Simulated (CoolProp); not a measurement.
A Linde-Hampson liquefier for carbon monoxide: isothermal reversible compression at 280 K from 1 atm to 20 MPa, throttling to 1 atm, return gas leaving the recuperator 2 K below the feed. Each further row changes one setting.

Model: reference Helmholtz-energy equation of state, Lemmon 2006, in CoolProp. It is a short technical equation, of lower accuracy than the large ones.

```tsv
case	liquid yield per pass	compression work (kJ/kg of gas)
as stated	___	436
high pressure 40 MPa	___	___
warm-end temperature 310 K	___	___
warm-end gap 7 K	0.088	436
```

### Question
Complete the blanks.

### Answer

- as stated, liquid yield per pass: 0.099
- high pressure 40 MPa, liquid yield per pass: 0.124
- high pressure 40 MPa, compression work (kJ/kg of gas): 500
- warm-end temperature 310 K, liquid yield per pass: 0.072
- warm-end temperature 310 K, compression work (kJ/kg of gas): 487
